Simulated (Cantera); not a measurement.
An isothermal plug-flow reactor at 598 K and 1.09 atm (inlet), inlet velocity 0.77 m/s, active area per volume 7700 1/m; feed 0.392 % CO, 1.27 % O2, 91.0 % N2, 7.37 % H2O, equivalence ratio 0.15.

Cantera simulation using Deutschmann's 1995 Pt surface mechanism with GRI-Mech 3.0 gas chemistry; the numbers are that mechanism's predictions, not measurements. Catalytic surfaces can have several steady states; this one follows from the mechanism file's or the stated starting coverage. Mass transfer to the wall is taken as infinitely fast.

### Question
Predict: x(CO) at z = 0.014 m; x(O2) at z = 0.014 m; x(H2O) at z = 0.014 m; x(CO2) at z = 0.014 m; θ(free Pt) at the exit; θ(O*) at the exit; θ(OH*) at the exit.

### Answer
```
Quantity                   Value
----------------------  --------
x(CO) at z = 0.014 m    0.000420
x(O2) at z = 0.014 m      0.0109
x(H2O) at z = 0.014 m     0.0738
x(CO2) at z = 0.014 m    0.00350
θ(free Pt) at the exit   0.00336
θ(O*) at the exit          0.989
θ(OH*) at the exit       0.00721
```
